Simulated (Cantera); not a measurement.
Input: 1 mol TEOS, 1.5 mol CO2, 0.13 mol O2, at 1100 °C and 0.133 bar.

Method: chemical equilibrium by Gibbs-energy minimisation in Cantera with the NASA 1993 tables (ideal gas, pure condensed phases). Candidate condensed phases: C, C6H6, C7H8, C8H18, H2O, Si, SiC, SiO2; 123 gas species. The feed counts by its element totals alone. The tables hold silica as quartz up to 1696 K and as liquid above; real silica turns to tridymite and cristobalite and melts near 1996 K. Rates play no part.

Base state: H2 0.655, CO 0.345, CH4 0.000288, H2O 0.000141, CO2 3.60e-5 (mole fractions); condensed: C(graphite) + SiO2(β-quartz).

### Question
What changes in the equilibrium state with this change: pressure from 0.133 bar to 0.760 bar?

### Answer
| species | before | after |
|---|---|---|
| H2 | 0.655 | 0.653 |
| CO | 0.345 | 0.344 |
| CH4 | 0.000288 | 0.00163 |
| H2O | 0.000141 | 0.000800 |
| CO2 | 3.60e-5 | 0.000205 |
| C(graphite), mol | 4.24 | 4.23 |
| SiO2(β-quartz), mol | 1.000 | 1.000 |

### Question
What changes in the equilibrium state with this change: temperature from 1100 °C to 302 °C?

### Answer
```tsv
species	before	after
H2O	0.000141	0.482
CH4	0.000288	0.322
H2	0.655	0.112
CO	0.345	0.000492
CO2	3.60e-5	0.0843
C(graphite), mol	4.24	6.21
SiO2(β-quartz), mol	1.000	0
SiO2(α-quartz), mol	0	1.00
```
